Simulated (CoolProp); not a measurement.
Vapour-liquid equilibrium of isopentane (1) + toluene (2) at 137.95 °C; x and y are mole fractions of (1).

Computed with CoolProp (multi-fluid Helmholtz-energy mixture model, Lemmon 2006 and Lemmon 2006; pair parameters Bell 2016).

```csv
x,bubble pressure (kPa),y at the bubble point,dew pressure at overall composition x (kPa),liquid density (mol/L)
0.05,278.7,0.275,217.7,8.091
0.125,387.6,0.502,234.9,8.008
0.2,496.8,0.631,255.0,7.920
0.275,603.6,0.713,278.8,7.825
0.35,706.4,0.770,307.3,7.724
0.425,804.3,0.812,342.3,7.615
0.5,897.6,0.844,386.2,7.499
0.575,986.9,0.871,442.6,7.375
0.65,1074,0.895,517.8,7.243
0.725,1160,0.916,622.3,7.101
0.8,1249,0.937,774.4,6.949
0.875,1342,0.959,1001,6.786
0.95,1443,0.983,1304,6.610
```

No azeotrope shows between x = 0.05 and 0.95.

The pair parameters rest on a limited set of measurements; away from them the model extrapolates. The gap from Raoult's law changes sign with composition, which may be real or a fault of the pair parameters; it wasn't checked against measurements.
